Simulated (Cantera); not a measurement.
A perfectly stirred reactor is fed with H2 : O2 = 0.28 : 1 (molar parts), at 9.00 Torr; it is held at 1150 K, and followed from long to short residence time.

Cantera simulation using the H2/O2 subset of GRI-Mech 3.0, which has no nitrogen chemistry; the numbers are that mechanism's predictions, not measurements. Radical loss at walls, strong at low pressure, is not modelled. The temperature is held fixed by assumption; the heat of reaction is taken as removed at once.

### Question
Predict: x(H2) at τ = 1.30 s; x(O2) at τ = 1.30 s; x(H) at τ = 1.30 s; x(HO2) at τ = 1.30 s; x(O) at τ = 1.30 s; x(H2) at τ = 67.0 ms; x(O2) at τ = 67.0 ms; x(H) at τ = 67.0 ms; x(HO2) at τ = 67.0 ms; x(O) at τ = 67.0 ms.

### Answer
- x(H2) at τ = 1.30 s: 0.000734
- x(O2) at τ = 1.30 s: 0.751
- x(H) at τ = 1.30 s: 0.000498
- x(HO2) at τ = 1.30 s: 5.54e-6
- x(O) at τ = 1.30 s: 0.00238
- x(H2) at τ = 67.0 ms: 0.00450
- x(O2) at τ = 67.0 ms: 0.737
- x(H) at τ = 67.0 ms: 0.00872
- x(HO2) at τ = 67.0 ms: 9.77e-6
- x(O) at τ = 67.0 ms: 0.0154
